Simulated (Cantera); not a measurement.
What does this Cantera script print?

```python
import numpy as np
import cantera as ct

gas = ct.Solution("gri30.yaml")
gas.TPX = 1000, 17000, {'CO': 0.012, 'O2': 0.014, 'H2O': 0.0016, 'N2': 1}
reactor = ct.IdealGasConstPressureReactor(gas, energy="off", clone=False)
net = ct.ReactorNet([reactor])
net.rtol, net.atol = 1e-08, 1e-18
show = ['CO', 'O2', 'H2O', 'NO', 'O', 'HO2', 'H2']
times = np.geomspace(3e-05, 20, 9)

steps = ct.SolutionArray(gas, extra=["t"])
rows = []
print(f"{'t/s':>10s}{'T/K':>9s}{'P/Pa':>11s}" + "".join(f"{s:>11s}" for s in show))
for t in times:
    while net.time < t:
        t_next = net.step()
        steps.append(gas.state, t=t_next)
    rows.append([np.interp(t, steps.t, y) for y in (steps.T, steps.P, *steps(*show).X.T)])
    print(f"{t:10.3e}{rows[-1][0]:9.1f}{rows[-1][1]:11.4g}" + "".join(f"{x:11.3e}" for x in rows[-1][2:]))
rate = np.gradient(steps.T, steps.t)
print("integrator steps:", len(steps.t))
if steps.T.max() > steps.T[0] + 200:
    print(f"time of steepest temperature rise: {steps.t[rate.argmax()]:.4e} s")
gas.TPX = 1000, 17000, {'CO': 0.012, 'O2': 0.014, 'H2O': 0.0016, 'N2': 1}
gas.equilibrate("TP")
print(f"equilibrium (TP): T = {gas.T:.1f} K  " + "  ".join(f"{s} {gas[s].X[0]:.3e}" for s in show))
```

It prints:

```
       t/s      T/K       P/Pa         CO         O2        H2O         NO          O        HO2         H2
 3.000e-05   1000.0    1.7e+04  1.168e-02  1.362e-02  1.557e-03  9.931e-26  8.725e-13  1.295e-16  2.517e-21
 1.604e-04   1000.0    1.7e+04  1.168e-02  1.362e-02  1.557e-03  3.351e-24  4.659e-12  7.141e-16  7.345e-19
 8.572e-04   1000.0    1.7e+04  1.168e-02  1.362e-02  1.557e-03  1.252e-22  2.480e-11  1.193e-14  2.626e-16
 4.582e-03   1000.0    1.7e+04  1.168e-02  1.362e-02  1.557e-03  3.945e-21  1.352e-10  1.452e-12  4.663e-14
 2.449e-02   1000.0    1.7e+04  1.168e-02  1.362e-02  1.557e-03  1.710e-19  1.284e-09  1.415e-10  5.206e-12
 1.309e-01   1000.0    1.7e+04  1.167e-02  1.362e-02  1.557e-03  1.057e-13  2.852e-06  2.998e-07  5.215e-08
 6.999e-01   1000.0    1.7e+04  9.753e-04  8.301e-03  1.547e-03  1.260e-07  3.720e-05  4.532e-07  1.028e-05
 3.741e+00   1000.0    1.7e+04  2.895e-05  7.844e-03  1.565e-03  1.278e-07  1.035e-06  8.409e-08  2.337e-07
 2.000e+01   1000.0    1.7e+04  6.829e-07  7.831e-03  1.566e-03  1.258e-07  2.679e-08  3.719e-09  4.328e-09
integrator steps: 1541
equilibrium (TP): T = 1000.0 K  CO 1.973e-11  O2 7.827e-03  H2O 1.566e-03  NO 6.770e-06  O 3.396e-11  HO2 6.347e-12  H2 3.777e-12
```

Model: GRI-Mech 3.0 (53 species, 325 reactions), integrated in Cantera.
